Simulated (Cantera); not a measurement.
An isothermal, constant-pressure homogeneous reactor starts with H2 : O2 : N2 = 0.015 : 1 : 2.1 (molar parts), equivalence ratio 0.0075, at 1200 K and 4.35 Torr.

Cantera simulation using GRI-Mech 3.0 (53 species, 325 reactions); the numbers are that mechanism's predictions, not measurements. Radical loss at walls, strong at low pressure, is not modelled.

Task: Predict: x(H2) at 40.0 s; x(O2) at 40.0 s; x(O) at 40.0 s; x(HO2) at 40.0 s; x(N2O) at 40.0 s; x(NO) at 40.0 s.

Result: 
| Property | Result |
|---|---|
| x(H2) at 40.0 s | 2.18e-7 (gas-phase equilibrium 1.43e-9) |
| x(O2) at 40.0 s | 0.319 (gas-phase equilibrium 0.319) |
| x(O) at 40.0 s | 2.83e-5 (gas-phase equilibrium 1.87e-7) |
| x(HO2) at 40.0 s | 1.06e-8 (gas-phase equilibrium 1.11e-9) |
| x(N2O) at 40.0 s | 9.78e-9 (gas-phase equilibrium 1.11e-9) |
| x(NO) at 40.0 s | 5.98e-8 (gas-phase equilibrium 0.000225) |
